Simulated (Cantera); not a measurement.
Input: 1 mol Nb, 26 mol H2O, 17 mol H2, at 1600 K and 0.133 bar.

Method: chemical equilibrium by Gibbs-energy minimisation in Cantera with the NASA 1993 tables (ideal gas, pure condensed phases). Candidate condensed phases: H2O, Nb, NbO, NbO2, Nb2O5; 12 gas species. Condensed phases not in the tables: the oxides between NbO2 and Nb2O5. Rates play no part.

Task: What is the equilibrium state?

Result: 
```json
{
  "x(H2O)": "0.546",
  "x(H2)": "0.453",
  "x(H)": "0.000100",
  "x(OH)": "4.73e-6",
  "n(Nb2O5(s))": "0.500 mol",
  "gas_amount": "43.00 mol",
  "log10 activity of NbO2(s) (absent)": "-0.47",
  "log10 activity of Nb(s) (absent)": "-7.10"
}
```
